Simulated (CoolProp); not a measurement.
Cyclohexane along the isotherm 620 K: fugacity coefficient from the reference equation and from simpler models built on Tc = 553.6 K, pc = 4.081 MPa, ω = 0.209; each cubic takes its own stable root.

The numbers come from the reference Helmholtz-energy equation of state, Zhou 2014 in CoolProp.

| p (MPa) | phase | reference | van der Waals | Soave-Redlich-Kwong | Peng-Robinson |
|---|---|---|---|---|---|
| 0.0194 | gas | 0.9989 | 0.9989 | 0.9989 | 0.9987 |
| 0.0327 | gas | 0.9981 | 0.9982 | 0.9981 | 0.9979 |
| 0.0551 | gas | 0.9968 | 0.9970 | 0.9969 | 0.9964 |
| 0.093 | gas | 0.9946 | 0.9949 | 0.9947 | 0.9939 |
| 0.157 | gas | 0.9909 | 0.9914 | 0.9911 | 0.9898 |
| 0.265 | gas | 0.9847 | 0.9854 | 0.9850 | 0.9828 |
| 0.447 | gas | 0.9742 | 0.9755 | 0.9747 | 0.9711 |
| 0.755 | gas | 0.9567 | 0.9586 | 0.9575 | 0.9516 |
| 1.27 | gas | 0.9276 | 0.9306 | 0.9291 | 0.9195 |
| 2.15 | gas | 0.8787 | 0.8830 | 0.8816 | 0.8664 |
| 3.63 | gas | 0.7989 | 0.8031 | 0.8043 | 0.7819 |
| 6.12 | supercritical | 0.6709 | 0.6649 | 0.6824 | 0.6532 |
